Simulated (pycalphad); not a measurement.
All values are pycalphad results on the COST 507 light-alloy database (1999) (1 atm), not direct measurements. The data set is of 1999 and partly superseded.

# Si-95.44Sn (wt.%): equilibrium cooling sequence

```json
[
 {"T (K)": "1503.7", "phases above": "LIQUID", "phases below": "DIAMOND_A4 + LIQUID"},
 {"T (K)": "505.0", "phases above": "DIAMOND_A4 + LIQUID", "phases below": "BCT_A5 + DIAMOND_A4"}
]
```

Changes were sought between steps of 50 K, so a narrower field can be missed.

DIAMOND_A4 is diamond (Si); BCT_A5 is bct (Sn).
